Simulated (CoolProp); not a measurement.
A single-stage vapour-compression cycle with hydrogen sulfide: evaporating at 218.15 K (dew point), condensing at 270.15 K (bubble point), superheat 10 K, subcooling 0 K, compressor efficiency 0.75, no pressure losses. Each further row changes one setting.

The numbers come from the reference Helmholtz-energy equation of state, Lemmon 2006 in CoolProp. It is a short technical equation, of lower accuracy than the large ones.

| case | cooling COP | pressure ratio | discharge temperature (K) | refrigerating effect (kJ/kg) | volumetric capacity (kJ/m³) |
|---|---|---|---|---|---|
| as stated | 2.43 | 7.18 | 413.1 | 445 | 1080 |
| evaporating temperature 223.15 K | 2.82 | 5.68 | 394.9 | … | 1350 |
| condensing temperature 265.15 K | 2.75 | … | 395.8 | 455 | 1100 |
| subcooling 5 K | 2.49 | 7.18 | 413.1 | 455 | 1100 |
| superheat 20 K | … | 7.18 | 430.4 | 455 | 1050 |
| compressor efficiency 0.65 | 2.11 | 7.18 | 438.9 | 445 | 1080 |

Problem. What belongs in the gaps?

Solution. 
- evaporating temperature 223.15 K, refrigerating effect (kJ/kg): 449
- condensing temperature 265.15 K, pressure ratio: 6.16
- superheat 20 K, cooling COP: 2.38
